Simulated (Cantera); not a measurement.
Cantera run:

```python
import numpy as np
import cantera as ct

gas_names = """
    C CO CO2 C2 C2O C3 C3O2 C4 C5 Fe FeC5O5 FeO O O2 O3
""".split()
cond_names = """
    C(gr) Fe(a) Fe(c) Fe(d) Fe(L) FeC5O5(L) FeO(s) FeO(L) Fe2O3(s) Fe3O4(s)
""".split()


# ... load() reads the species with a 1 bar reference pressure and builds the phases ...
atoms = {
    'Fe2O3': {'Fe': 2, 'O': 3},
    'O2': {'O': 2},
    'CO2': {'C': 1, 'O': 2},
}
top_T = {'C(gr)': 4500, 'Fe2O3(s)': 1830, 'Fe3O4(s)': 1870}  # K; cautious upper limits of use, not melting points


# ... equilibrate(T, P, feed) seeds the gas with the atoms and calls Mixture.equilibrate('TP', solver="vcs", rtol=1e-11, max_steps=5000) ...
results = []
feed = {'Fe2O3': 1, 'O2': 5.1, 'CO2': 2.3}  # mol
P = 46000  # Pa
for T in [898, 973, 1048, 1123, 1198, 1273, 1348, 1423, 1498, 1573, 1648, 1723, 1798]:
    mix = equilibrate(T, P, feed)
    results.append((T, P, feed, dict(zip(mix.species_names, mix.species_moles))))

top = {s: max(r[3][s] / sum(r[3][g] for g in gas_names) for r in results) for s in gas_names}
cols = sorted((s for s in top if top[s] > 1e-06), key=lambda s: -top[s])[:5]
seen = [c for c in cond_names if any(r[3].get(c, 0) > 1e-12 for r in results)]
print("log10 of partial pressures in bar; condensed amounts in mol")
print(f"{'T/K':>10s}" + "".join(f"{s[:9]:>10s}" for s in cols + seen))
for T, P, feed, n in results:
    ng = sum(n[g] for g in gas_names)
    print(f"{T:10.4g}" + "".join(f"{np.log10(max(n[s] / ng * P / 1e5, 1e-99)):10.3f}" for s in cols)
          + "".join(f"{n.get(c, 0):10.4g}" for c in seen))
```

Output:

```
log10 of partial pressures in bar; condensed amounts in mol
       T/K        O2       CO2         O        CO  Fe2O3(s)  Fe3O4(s)
       898    -0.499    -0.845   -11.551   -12.489         1         0
       973    -0.499    -0.845   -10.419   -11.221         1         0
      1048    -0.499    -0.845    -9.448   -10.135         1         0
      1123    -0.499    -0.845    -8.606    -9.195         1         0
      1198    -0.499    -0.845    -7.869    -8.374         1         0
      1273    -0.499    -0.845    -7.218    -7.650         1         0
      1348    -0.499    -0.845    -6.639    -7.008         1         0
      1423    -0.499    -0.845    -6.120    -6.434         1         0
      1498    -0.499    -0.845    -5.653    -5.919         1         0
      1573    -0.499    -0.845    -5.231    -5.453         1         0
      1648    -0.499    -0.845    -4.846    -5.030         1         0
      1723    -0.495    -0.855    -4.493    -4.656         0    0.6667
      1798    -0.495    -0.855    -4.170    -4.303         0    0.6667
```

These are equilibrium values from Cantera (NASA tables, ideal gas, pure condensed phases), not measurements of a reactor.
